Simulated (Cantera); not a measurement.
A diamond (100) surface in a fixed gas of H2 with x(CH4) = 0.0044, x(H) = 0.00093, x(CH3) = 2.1e-05, at 1150 K; coverages are run to steady state.

Detailed kinetics in Cantera: the Harris–Goodwin 1993 mechanism for the reconstructed diamond (100) surface.

θ: site fractions in the mechanism's names (c6HH fully hydrogenated, c6H* and c6*H radical sites, c6** diradical, c6HM methylated).

| P (Pa) | growth (µm/h) | θ c6HH | θ c6H* | θ c6*H | θ c6** | θ c6HM |
|---|---|---|---|---|---|---|
| 1100 | 0.0163 | 0.492 | 0.0322 | 0.457 | 0.0189 | 0.000239 |
| 1600 | 0.0282 | 0.492 | 0.0322 | 0.457 | 0.0189 | 0.000343 |
| 2400 | 0.0525 | 0.491 | 0.0322 | 0.457 | 0.0189 | 0.000500 |
| 3600 | 0.100 | 0.491 | 0.0322 | 0.456 | 0.0188 | 0.000722 |
| 5400 | 0.194 | 0.491 | 0.0322 | 0.456 | 0.0188 | 0.00102 |
| 8100 | 0.376 | 0.491 | 0.0322 | 0.456 | 0.0188 | 0.00142 |
| 12000 | ? | 0.490 | 0.0321 | 0.455 | 0.0188 | ? |
| 18000 | ? | 0.490 | 0.0321 | 0.455 | 0.0188 | ? |

### Question
Some entries are withheld; supply them.

### Answer

- 12000, growth (µm/h): 0.710
- 12000, θ c6HM: 0.00189
- 18000, growth (µm/h): 1.34
- 18000, θ c6HM: 0.00246
